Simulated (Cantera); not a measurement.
Input (Python, Cantera):

```python
import numpy as np
import cantera as ct

gas = ct.Solution("gri30.yaml")


def delay(T, t_max=10):
    gas.TPX = T, 500000, {'CO': 1, 'H2': 0.21, 'O2': 0.84, 'N2': 4.79, 'H2O': 1.6}
    reactor = ct.IdealGasReactor(gas, clone=False)
    net = ct.ReactorNet([reactor])
    net.rtol, net.atol = 1e-8, 1e-16
    while net.time < t_max:
        t_old, T_old = net.time, reactor.T
        net.step()
        if reactor.T > T + 400:  # ignition: a rise of 400 K
            return t_old + (T + 400 - T_old) / (reactor.T - T_old) * (net.time - t_old)
    return np.nan


taus = []
for T in [1323, 1398, 1473, 1548, 1623, 1698]:
    taus.append(delay(T))
    print(f"T0 = {T:6g} K   tau = {taus[-1]:.4e} s")
```

Output:

```
T0 =   1323 K   tau = 4.1425e-05 s
T0 =   1398 K   tau = 2.2184e-05 s
T0 =   1473 K   tau = 1.4983e-05 s
T0 =   1548 K   tau = 1.1434e-05 s
T0 =   1623 K   tau = 9.3925e-06 s
T0 =   1698 K   tau = 8.1101e-06 s
```

Computed with Cantera and GRI-Mech 3.0 (53 species, 325 reactions). The hydrogen kinetics of GRI-Mech 3.0 are dated; newer H2 mechanisms differ, most at raised pressure. Where the delays flatten at high temperature, the 400 K rule measures the pace of heat release, not the induction time.
